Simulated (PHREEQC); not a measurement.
Dissolve 0.083 mol Cu(NO3)2, 1.24e-05 mol HBF4 and 0.0011 mol KCl per kg of water at 20 °C. Closed to the air; pH follows from the charge balance.

Model: ion-association model, wateq4f.dat, run in PHREEQC.

Precipitation was switched off in this run.

What pH does the model give?

pH 4.19.

In which forms is F present?

F- 68 %, CuF+ 28 %, HF 3.9 % of the F.

Real BF4- forms and hydrolyses slowly; the run takes it at equilibrium.
